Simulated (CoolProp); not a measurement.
Vapour-liquid equilibrium of R227EA (1) + isobutene (2) at 0.0837 MPa; x and y are mole fractions of (1).

The numbers come from the multi-fluid Helmholtz-energy mixture model, Lemmon 2016 and Lemmon 2005; pair parameters Bell 2016 in CoolProp.

| x | bubble temperature, mixture model (K) | bubble temperature, Raoult's law (K) | y, mixture model | y, Raoult's law |
|---|---|---|---|---|
| 0.05 | 256.9 | 260.8 | 0.201 | 0.072 |
| 0.2 | 251.3 | 259.2 | 0.438 | 0.268 |
| 0.35 | 249.6 | 257.7 | 0.520 | 0.441 |
| 0.5 | 249.0 | 256.4 | 0.572 | 0.594 |
| 0.65 | 248.9 | 255.1 | 0.632 | 0.731 |
| 0.8 | 249.4 | 253.9 | 0.727 | 0.854 |
| 0.95 | 251.3 | 252.8 | 0.907 | 0.965 |

The largest gap from Raoult's law is -8.1 K in bubble temperature, at x = 0.35. y crosses x between x = 0.5 and 0.65: the model has an azeotrope there.

Pair parameters are fitted to limited data, so mixtures are less certain than the pure fluids.
